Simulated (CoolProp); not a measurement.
Vapour-liquid equilibrium of propylene (1) + R134a (2) at 0.336 MPa; x and y are mole fractions of (1).

Computed with CoolProp (multi-fluid Helmholtz-energy mixture model, Lemmon 2013 and Tillner-Roth 1994; pair parameters Bell 2016).

```tsv
x	bubble temperature, mixture model (°C)	bubble temperature, Raoult's law (°C)	y, mixture model	y, Raoult's law
0.05	-0.8	2.5	0.182	0.094
0.2	-10.0	-1.3	0.484	0.335
0.35	-14.4	-4.8	0.614	0.526
0.5	-16.6	-8.1	0.687	0.678
0.65	-17.8	-11.1	0.744	0.800
0.8	-18.4	-13.9	0.813	0.898
0.95	-17.9	-16.5	0.934	0.977
```

The largest gap from Raoult's law is -9.6 K in bubble temperature, at x = 0.35. y crosses x between x = 0.8 and 0.95: the model has an azeotrope there.

The pair parameters rest on a limited set of measurements; away from them the model extrapolates.
